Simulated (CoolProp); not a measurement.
n-pentane at 298.15 K and 0.0166 MPa flows at 0.16 m/s in a round tube of 2 mm bore and 1.5 µm roughness, fully developed (64/Re and Nu = 3.66 if laminar; Colebrook and Gnielinski if turbulent). Each further row changes one setting.

Computed with CoolProp (reference Helmholtz-energy equation of state, Thol 2019).

```csv
case,Reynolds number,Darcy friction factor,pressure drop (Pa/m),heat-transfer coefficient (W/(m² K)),mass flow (kg/h)
as stated,23.1,?,?,26.4,0.000881
velocity 0.32 m/s,46.1,1.39,?,26.4,?
diameter 4 mm,46.1,1.39,?,?,0.00352
```

Question: Fill in the missing entries.

Answer: 
- as stated, Darcy friction factor: 2.78
- as stated, pressure drop (Pa/m): 8.65
- velocity 0.32 m/s, pressure drop (Pa/m): 17.3
- velocity 0.32 m/s, mass flow (kg/h): 0.00176
- diameter 4 mm, pressure drop (Pa/m): 2.16
- diameter 4 mm, heat-transfer coefficient (W/(m² K)): 13.2

Viscosity comes from a separate model (Quiñones-Cisneros 2006), older than the equation that it now runs on, and unchecked against measurements. Thermal conductivity comes from a separate model (Vassiliou 2015).
